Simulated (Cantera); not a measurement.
Input: 1 mol Ti, 0.096 mol C3H8, equilibrated at 1075 K and 76.0 mbar.

Equilibrium computed with Cantera from the NASA thermochemical tables; the gas is ideal and each condensed phase is pure. Candidate condensed phases: C, C6H6, C7H8, C8H18, Ti, TiC; 77 gas species. Mutual solubility and eutectic melting of coexisting phases are not modelled. TiC: taken at fixed stoichiometry. Condensed phases not in the tables: N, O or C dissolved in the metal. Rates play no part.

Base state: H2 1.00 (mole fractions); condensed: Ti(α) + TiC(s).

Q: What changes in the equilibrium state with this change: temperature from 1075 K to 2098 K?

A: 
```
species       before     after
-----------  -------  --------
H2              1.00     0.988
H            5.32e-8    0.0111
Ti             <1e-9  0.000446
Ti(α), mol     0.712         0
TiC(s), mol    0.288     0.288
Ti(l), mol         0     0.712
```
